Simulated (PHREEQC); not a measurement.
Consider water at 25 °C with 120 mmol/kgw FeCl3, 0.18 mmol/kgw CuCl2, 1.7 mmol/kgw NaF and 6.9 mmol/kgw Na2SO4. Closed to the air; pH follows from the charge balance.

Equilibrium calculation in PHREEQC: ion-association model, phreeqc.dat.

Each row changes one thing in this solution. This is a speciation only: nothing precipitates in the calculation.

```csv
case,pH,ionic strength (mol/kgw),Cl- (mol/kgw),FeCl+2 (mol/kgw),Fe+3 (mol/kgw),FeCl2+ (mol/kgw),SI of Fe(OH)3(a) (Fe(OH)3),SI of Goethite (FeOOH)
as made,1.89,0.451,0.275,0.0559,0.0247,0.0146,-1.88,+4.02
CuCl2 replaced by CdCl2 at the same molality,1.89,0.450,0.275,0.0559,0.0247,0.0146,-1.88,+4.02
diluted 5-fold with water,2.14,0.115,0.0655,0.00547,0.00787,0.000562,-1.35,+4.54
NaF left out,1.88,0.451,0.274,0.0568,0.0251,0.0148,-1.88,+4.01
CuCl2 from 0.00018 to 1.8e-05 mol/kgw,1.89,0.450,0.274,0.0559,0.0247,0.0146,-1.88,+4.02
Na2SO4 from 0.0069 to 0.0345 mol/kgw,1.99,…,…,0.0440,0.0183,0.0123,-1.70,+4.20
```

### Question
What belongs in the gaps?

### Answer

- Na2SO4 from 0.0069 to 0.0345 mol/kgw, ionic strength (mol/kgw): 0.447
- Na2SO4 from 0.0069 to 0.0345 mol/kgw, Cl- (mol/kgw): 0.291

Some of these states are supersaturated (in Hematite (slow to form), Goethite (slow to form), for instance). Fluoro complexes past AlF4- and FeF3 are missing from the database.
